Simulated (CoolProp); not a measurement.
R115 at several states: Z from the reference equation and from simpler models built on Tc = 353.1 K, pc = 3.129 MPa, ω = 0.248; each cubic takes its own stable root.

Model: reference Helmholtz-energy equation of state, Lemmon 2016, in CoolProp.

| T (K) | p (MPa) | phase | reference |
|---|---|---|---|
| 477.2 | 8.45 | supercritical | 0.7469 |
| 213.8 | 3.4 | liquid | 0.1818 |
| 196.3 | 0.172 | liquid | 0.009731 |
| 214.4 | 1.47 | liquid | 0.07875 |

Q: How far does each simpler model (van der Waals, Redlich-Kwong, Soave-Redlich-Kwong, Peng-Robinson) lie from the reference over these 4 states: mean and median of the absolute difference, and the worst?

A: 
- van der Waals: mean 2403.7 %, median 57.8 %, worst +9487.9 % at 196.3 K and 0.172 MPa
- Redlich-Kwong: mean 7.5 %, median 8.1 %, worst +8.3 % at 214.4 K and 1.47 MPa
- Soave-Redlich-Kwong: mean 5.6 %, median 5.4 %, worst +6.5 % at 477.2 K and 8.45 MPa
- Peng-Robinson: mean 5.1 %, median 6.5 %, worst -6.8 % at 213.8 K and 3.4 MPa

At some of these states van der Waals gives the other phase, because its saturation line lies elsewhere.
